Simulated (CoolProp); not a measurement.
o-xylene along the isotherm 620 K: density (kg/m³) from the reference equation and from simpler models built on Tc = 630.3 K, pc = 3737 kPa, ω = 0.312; each cubic takes its own stable root.

The numbers come from the reference Helmholtz-energy equation of state, Zhou 2012 in CoolProp.

```
p (kPa)   phase  reference  Redlich-Kwong  Soave-Redlich-Kwong  Peng-Robinson
-------  ------  ---------  -------------  -------------------  -------------
2670        gas      87.56          82.17                82.87          86.06
5340     liquid      505.7          409.7                415.4          463.0
8010     liquid      543.5          457.4                461.2          514.4
10700    liquid      566.9          487.8                490.8          547.5
13300    liquid      583.8              …                512.4          571.6
16000    liquid      597.9          528.4                    …          591.7
18700    liquid      609.8              …                545.9          608.6
21400    liquid      620.1          557.3                559.1          623.2
24000    liquid      628.9          568.6                570.3          635.5
26700    liquid      637.2          579.2                580.7          646.9
29400    liquid      644.8          588.7                590.1          657.2
32000    liquid      651.5          597.1                598.4          666.3
34700    liquid      658.0          605.0                606.3          674.9
37400    liquid      664.0          612.4                613.6          682.8
```

Complete the blanks.


- 13300, Redlich-Kwong: 509.9
- 16000, Soave-Redlich-Kwong: 530.6
- 18700, Redlich-Kwong: 543.9
